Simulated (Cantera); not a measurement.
## Silicon nitride deposition: SiHCl3 + N2

A closed system holds: 1 mol SiHCl3, 0.9 mol N2, equilibrated at 973.15 K and 1.00 bar.

Cantera equilibrium calculation (NASA polynomials, part measured and part estimated; ideal gas, pure solids and liquids). Candidate condensed phases: NH4Cl, Si, Si3N4; 28 gas species. N2 is the only nitrogen source here; it is nearly inert below about 1500 K, so the nitride shown seldom forms there in practice. The tables' values for SiCl3 are old estimates; treat these amounts as uncertain. Rates play no part.

```json
{
  "x(N2)": "0.317",
  "x(SiCl4)": "0.302",
  "x(HCl)": "0.269",
  "x(H2)": "0.112",
  "x(SiHCl3)": "0.000706",
  "x(SiCl3)": "2.58e-5",
  "x(NH3)": "1.47e-5",
  "n(Si3N4(s))": "0.129 mol",
  "gas_amount": "2.029 mol",
  "log10 activity of Si(s) (absent)": "-7.22"
}
```
